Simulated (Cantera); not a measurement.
A perfectly stirred reactor is fed with H2 : O2 : N2 = 0.015 : 1 : 0.21 (molar parts), at 20.0 Torr; it is held at 1225 K, and followed from long to short residence time.

Cantera simulation using the H2/O2 subset of GRI-Mech 3.0, which has no nitrogen chemistry; the numbers are that mechanism's predictions, not measurements. Radical loss at walls, strong at low pressure, is not modelled.

### Question
What does this change do: 0.029 parts H2O added?

### Answer
```tsv
quantity	before	after
x(H2) at τ = 2.10 s	2.55e-5	2.85e-5
x(O2) at τ = 2.10 s	0.814	0.796
x(H) at τ = 2.10 s	1.27e-5	9.99e-6
x(O) at τ = 2.10 s	0.000674	0.000401
x(HO2) at τ = 2.10 s	5.01e-7	6.18e-7
x(H2) at τ = 0.130 s	0.000125	0.000152
x(O2) at τ = 0.130 s	0.812	0.794
x(H) at τ = 0.130 s	0.000150	0.000130
x(O) at τ = 0.130 s	0.00332	0.00218
x(HO2) at τ = 0.130 s	1.27e-6	1.78e-6
```

### Question
What does this change do: 0.023 parts H2O added?

### Answer
```
quantity                 before     after
---------------------  --------  --------
x(H2) at τ = 2.10 s     2.55e-5   2.81e-5
x(O2) at τ = 2.10 s       0.814     0.800
x(H) at τ = 2.10 s      1.27e-5   1.05e-5
x(O) at τ = 2.10 s     0.000674  0.000435
x(HO2) at τ = 2.10 s    5.01e-7   6.02e-7
x(H2) at τ = 0.130 s   0.000125  0.000148
x(O2) at τ = 0.130 s      0.812     0.798
x(H) at τ = 0.130 s    0.000150  0.000134
x(O) at τ = 0.130 s     0.00332   0.00233
x(HO2) at τ = 0.130 s   1.27e-6   1.69e-6
```
